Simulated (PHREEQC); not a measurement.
Make-up at 45 °C: 0.065 mol/kgw HNO3, 0.012 mol/kgw CaCl2 and 0.017 mol/kgw CuCl2. Closed to the air; pH follows from the charge balance.

Equilibrium calculation in PHREEQC: ion-association model, phreeqc.dat.

| quantity | before | after |
|---|---|---|
| pH | 1.28 | 1.28 |
| Cl- (mol/kgw) | 0.0560 | 0.0574 |
| CuCl+ (mol/kgw) | 0.00195 | 0.000551 |
| CuCl2 (mol/kgw) | 3.71e-5 | 8.06e-6 |
| CuCl3- (mol/kgw) | 1.06e-8 | 1.41e-9 |
| CuOH+ (mol/kgw) | 1.35e-9 | 1.51e-9 |

Question: What was changed between the two runs?
A. HNO3 from 0.065 to 0.325 mol/kgw
B. CaCl2 replaced by SrCl2 at the same molality
C. HNO3 from 0.065 to 0.0975 mol/kgw
D. temperature from 45 to 15 °C
E. HNO3 from 0.065 to 0.13 mol/kgw

Answer: D, temperature from 45 to 15 °C

No solid was allowed to form. Away from 25 °C the constants follow the database's enthalpies or fits; those with neither stay at their 25 °C values.
